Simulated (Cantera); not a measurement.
Cantera run:

```python
import numpy as np
import cantera as ct

gas_names = """
    N2O P2 N2
""".split()
cond_names = """
    P4O10(s)
""".split()


# ... load() reads the species with a 1 bar reference pressure and builds the phases ...
species = {s.name: s for s in load("nasa_gas.yaml", gas_names) + load("nasa_condensed.yaml", cond_names)}
# Each term lists the table entries of one substance; the one whose range holds T is used.
reactions = {
    '10 N2O(g) + 2 P2(g) = P4O10 + 10 N2(g)':
        [(-10, ['N2O']), (-2, ['P2']), (1, ['P4O10(s)']), (10, ['N2'])],
}


def pick(names, T):
    return next(species[n] for n in names if species[n].thermo.min_temp <= T <= species[n].thermo.max_temp)


results = []
for label, terms in reactions.items():
    print(label)
    print("     T/K   dH/kJ  dS/(J/K)   dG/kJ   log10 K")
    for T in [423, 448, 473, 498, 523, 548, 573, 598, 623]:
        used = [(nu, pick(names, T)) for nu, names in terms]
        dH = sum(nu * s.thermo.h(T) for nu, s in used) / 1e6
        dS = sum(nu * s.thermo.s(T) for nu, s in used) / 1e3
        dG = dH - T * dS / 1e3
        logK = -dG * 1e6 / (ct.gas_constant * T * np.log(10))
        results.append((label, T, dH, dS, dG, logK, [s.name for _, s in used]))
        print(f"{T:8g} {dH:8.1f} {dS:8.1f} {dG:8.1f} {logK:8.2f}")
```

Result:

```
10 N2O(g) + 2 P2(g) = P4O10 + 10 N2(g)
     T/K   dH/kJ  dS/(J/K)   dG/kJ   log10 K
     423  -4106.3   -472.0  -3906.7   482.41
     448  -4104.8   -468.5  -3894.9   454.12
     473  -4103.2   -465.1  -3883.2   428.83
     498  -4101.5   -461.6  -3871.7   406.09
     523  -4099.8   -458.3  -3860.2   385.53
     548  -4098.0   -454.9  -3848.7   366.85
     573  -4096.1   -451.5  -3837.4   349.81
     598  -4094.1   -448.1  -3826.2   334.20
     623  -4092.1   -444.7  -3815.0   319.86
```

Cantera with NASA thermochemical tables; ideal gases at 1 bar, condensed phases pure. Condensed species are held in their standard states even where they would react or evaporate.
